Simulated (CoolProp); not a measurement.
A simple Rankine cycle with propane: condensing at 306.15 K, boiler at 3.41 MPa, turbine inlet 372.7 K, turbine efficiency 0.75, pump efficiency 0.7, no recuperator. Each further row changes one setting.

The numbers come from the reference Helmholtz-energy equation of state, Lemmon 2009 in CoolProp.

```tsv
case	thermal efficiency (%)	net work (kJ/kg)	heat in (kJ/kg)	turbine exit temperature (K)	volume ratio over the turbine
as stated	8.2	32.2	390	…	…
turbine inlet 392.7 K	…	38.2	448	348.7	3.13
condensing temperature 298.15 K	9.5	39.1	412	316.7	4.05
boiler pressure 2.39 MPa	6.2	26.3	428	344.6	2.13
turbine efficiency 0.65	…	27.0	390	326.3	3.35
```

Problem. Complete the blanks.

Solution. 
- as stated, turbine exit temperature (K): 323.8
- as stated, volume ratio over the turbine: 3.30
- turbine inlet 392.7 K, thermal efficiency (%): 8.5
- turbine efficiency 0.65, thermal efficiency (%): 6.9
